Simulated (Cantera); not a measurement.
# Nb₂O₅ + H₂ (hydrogen reduction and annealing atmospheres)

Feed: 1 mol Nb₂O₅, 240 mol H₂, at 100000 Pa.

These are equilibrium values from Cantera (NASA tables, ideal gas, pure condensed phases), not measurements of a reactor. Candidate condensed phases: H₂O, Nb, NbO, NbO₂, Nb₂O₅; 12 gas species. Condensed phases not in the tables: the oxides between NbO₂ and Nb₂O₅. The numbers say what is thermodynamically allowed, not how fast it happens.

From 850 K to 950 K the condensed part is NbO₂(s) + Nb₂O₅(s). From 1050 K to 1650 K the condensed part is NbO₂(s).

```tsv
T (K)	x H₂	x H₂O	x H	x OH	x NbO₂	n NbO₂(s)	n Nb₂O₅(s)
850	0.999	0.00142	2.05e-11	<1e-12	<1e-12	0.682	0.659
950	0.996	0.00362	5.55e-10	<1e-12	<1e-12	1.74	0.132
1050	0.996	0.00417	8.09e-9	<1e-12	<1e-12	2.00	0
1150	0.996	0.00417	7.45e-8	1.88e-12	<1e-12	2.00	0
1250	0.996	0.00417	4.82e-7	2.08e-11	<1e-12	2.00	0
1350	0.996	0.00417	2.38e-6	1.62e-10	<1e-12	2.00	0
1450	0.996	0.00417	9.44e-6	9.47e-10	1.30e-11	2.00	0
1550	0.996	0.00417	3.14e-5	4.42e-9	2.62e-10	2.00	0
1650	0.996	0.00417	9.07e-5	1.71e-8	3.63e-9	2.00	0
```
x: gas mole fraction; n: condensed amount in mol.
